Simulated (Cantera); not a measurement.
Feed: 1 mol SiCl₄, 7.5 mol H₂, at 1623.15 K and 1.00 bar.

These are equilibrium values from Cantera (NASA tables, ideal gas, pure condensed phases), not measurements of a reactor. The tables' values for SiCl₃ are old estimates; treat these amounts as uncertain. Kinetics and transport are ignored.

```tsv
species	before	after
H₂	0.720	0.790
HCl	0.172	0.123
SiCl₂	0.0730	0.0666
SiCl₃	0.0177	0.0110
SiCl₄	0.0100	0.00427
SiH₃Cl	2.36e-5	3.63e-5
SiHCl₃	0.00653	0.00426
Cl	1.10e-5	7.53e-6
H	5.87e-5	6.15e-5
SiH₂Cl₂	0.000717	0.000718
Si(s), mol	0	0.186
```
Gas species are given as mole fractions.

**Question.** What was changed between the two runs?
(A) pressure from 1.00 bar to 0.133 bar
(B) temperature from 1623.15 K to 1350 K
(C) SiCl₄ replaced by SiHCl₃
(D) H₂ from 7.5 to 210 mol

**Answer.** C, SiCl₄ replaced by SiHCl₃
